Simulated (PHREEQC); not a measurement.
Make-up at 75 °C: 7.7 mmol/kgw MnSO4. Closed to the air; pH follows from the charge balance.

All values are PHREEQC results (ion-association model, phreeqc.dat), not measurements.

```json
[
 {"quantity": "pH", "before": "5.94", "after": "3.86"},
 {"quantity": "ionic strength (mol/kgw)", "before": "0.0191", "after": "0.0193"},
 {"quantity": "SO4-2 (mol/kgw)", "before": "0.00479", "after": "0.00469"},
 {"quantity": "HSO4- (mol/kgw)", "before": "1.23e-6", "after": "0.000144"}
]
```

Question: Name the change that produced these shifts.
A) 0.00011 mol/kgw HBF4 added
B) MnSO4 replaced by MgSO4 at the same molality
C) 0.0026 mol/kgw TMAH added
D) MnSO4 from 0.0077 to 0.00693 mol/kgw
E) MnSO4 replaced by NaHSO4 at the same molality

Answer: A, 0.00011 mol/kgw HBF4 added

Precipitation was switched off in this run. Constants without temperature data keep their 25 °C values here. Real BF4- forms and hydrolyses slowly; the run takes it at equilibrium.
